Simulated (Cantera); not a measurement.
Input: 1 mol N2O, 8.9 mol H2O, 1.4 mol H2, at 13.3 mbar.

These are equilibrium values from Cantera (NASA tables, ideal gas, pure condensed phases), not measurements of a reactor. Candidate condensed phases: H2O; 24 gas species. The numbers say what is thermodynamically allowed, not how fast it happens. All values below are at 2025 K.

Base state: H2O 0.853, N2 0.0875, H2 0.0443, OH 0.00706, H 0.00351, O2 0.00336, O 0.000406, NO 0.000346 (mole fractions); condensed: gas only.

### Question
What changes in the equilibrium state with this change: H2 from 1.4 to 0.6 mol?

### Answer
| species | before | after |
|---|---|---|
| H2O | 0.853 | 0.852 |
| N2 | 0.0875 | 0.0917 |
| O2 | 0.00336 | 0.0235 |
| H2 | 0.0443 | 0.0168 |
| OH | 0.00706 | 0.0115 |
| NO | 0.000346 | 0.000935 |
| O | 0.000406 | 0.00107 |

### Question
What changes in the equilibrium state with this change: H2 from 1.4 to 0.52 mol?

### Answer
```
species    before     after
-------  --------  --------
H2O         0.853     0.850
N2         0.0875    0.0921
O2        0.00336    0.0266
H2         0.0443    0.0157
OH        0.00706    0.0118
NO       0.000346  0.000997
O        0.000406   0.00114
H         0.00351   0.00209
```
